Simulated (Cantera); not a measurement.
Input (Python, Cantera):

```python
import numpy as np
import cantera as ct

gas = ct.Solution("gri30.yaml")


def delay(T, t_max=10):
    gas.TPX = T, 100000, {'CH4': 1, 'O2': 4.1, 'N2': 19.4}
    reactor = ct.IdealGasReactor(gas, clone=False)
    net = ct.ReactorNet([reactor])
    net.rtol, net.atol = 1e-8, 1e-16
    while net.time < t_max:
        t_old, T_old = net.time, reactor.T
        net.step()
        if reactor.T > T + 400:  # ignition: a rise of 400 K
            return t_old + (T + 400 - T_old) / (reactor.T - T_old) * (net.time - t_old)
    return np.nan


taus = []
for T in [1300, 1350, 1400, 1450, 1500, 1550, 1600, 1650]:
    taus.append(delay(T))
    print(f"T0 = {T:6g} K   tau = {taus[-1]:.4e} s")
```

It prints:

```
T0 =   1300 K   tau = 9.6957e-03 s
T0 =   1350 K   tau = 5.2259e-03 s
T0 =   1400 K   tau = 2.9400e-03 s
T0 =   1450 K   tau = 1.7295e-03 s
T0 =   1500 K   tau = 1.0639e-03 s
T0 =   1550 K   tau = 6.8281e-04 s
T0 =   1600 K   tau = 4.5519e-04 s
T0 =   1650 K   tau = 3.1358e-04 s
```

Cantera simulation using GRI-Mech 3.0 (53 species, 325 reactions); the numbers are that mechanism's predictions, not measurements.
